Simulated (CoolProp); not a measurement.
A simple Rankine cycle with carbonyl sulfide: condensing at 323.15 K, boiler at 5.33 MPa, turbine inlet 408.3 K, turbine efficiency 0.7, pump efficiency 0.6, no recuperator. Each further row changes one setting.

Model: reference Helmholtz-energy equation of state, Lemmon 2006, in CoolProp. It is a short technical equation, of lower accuracy than the large ones.

```json
[
 {"case": "as stated", "thermal efficiency (%)": "7.0", "net work (kJ/kg)": "17.8", "heat in (kJ/kg)": "255", "turbine exit temperature (K)": "346.7", "volume ratio over the turbine": "2.22"},
 {"case": "turbine inlet 428.3 K", "thermal efficiency (%)": "7.4", "net work (kJ/kg)": "20.5", "heat in (kJ/kg)": "278", "turbine exit temperature (K)": "367.9", "volume ratio over the turbine": "2.20"},
 {"case": "condensing temperature 315.15 K", "thermal efficiency (%)": "8.1", "net work (kJ/kg)": "21.7", "heat in (kJ/kg)": "266", "turbine exit temperature (K)": "336.1", "volume ratio over the turbine": "2.61"},
 {"case": "boiler pressure 3.73 MPa", "thermal efficiency (%)": "4.7", "net work (kJ/kg)": "13.0", "heat in (kJ/kg)": "276", "turbine exit temperature (K)": "374.8", "volume ratio over the turbine": "1.58"},
 {"case": "turbine efficiency 0.6", "thermal efficiency (%)": "5.7", "net work (kJ/kg)": "14.4", "heat in (kJ/kg)": "255", "turbine exit temperature (K)": "350.1", "volume ratio over the turbine": "2.26"}
]
```
